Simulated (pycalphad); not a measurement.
Source of the numbers: pycalphad with the COST 507 light-alloy database (1999); pressure 1 atm. These are 1990s assessments: newer ones move some temperatures and phases. Phase fractions are per mole of atoms.

**Question.** Give the equilibrium state of Mg-35.8Si (at.%) at 725 K.

**Answer.** MG2SI, fraction 0.963, with 33.3 Si at.%; diamond (Si), fraction 0.037, with 100 Si at.%.

**Question.** Give the equilibrium state of Mg-35.8Si (at.%) at 1300 K.

**Answer.** MG2SI, fraction 0.800, with 33.3 Si at.%; liquid, fraction 0.200, with 45.7 Si at.%.

Database names, with the compositions (at.%) that they take in these runs: MG2SI: Mg 67 Si 33.
